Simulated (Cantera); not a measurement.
Charge: 1 mol HF, 0.3 mol H₂O, 3.3 mol H₂, at 1.60 bar.

These are equilibrium values from Cantera (NASA tables, ideal gas, pure condensed phases), not measurements of a reactor. Candidate condensed phases: H₂O; 22 gas species. Rates play no part. All values below are at 1752 °C.

Base state: H₂ 0.716, HF 0.217, H₂O 0.0652, H 0.00129, OH 1.22e-5 (mole fractions); condensed: gas only.

### Question
What changes in the equilibrium state with this change: pressure from 1.60 bar to 10.0 bar?

### Answer
```json
[
 {"species": "H₂", "before": "0.716", "after": "0.717"},
 {"species": "HF", "before": "0.217", "after": "0.217"},
 {"species": "H₂O", "before": "0.0652", "after": "0.0652"},
 {"species": "H", "before": "0.00129", "after": "0.000515"},
 {"species": "OH", "before": "1.22e-5", "after": "4.90e-6"}
]
```

### Question
What changes in the equilibrium state with this change: pressure from 1.60 bar to 0.00133 bar?

### Answer
```csv
species,before,after
H₂,0.716,0.680
HF,0.217,0.213
H₂O,0.0652,0.0633
H,0.00129,0.0435
O,1.60e-8,1.96e-5
OH,1.22e-5,0.000423
```
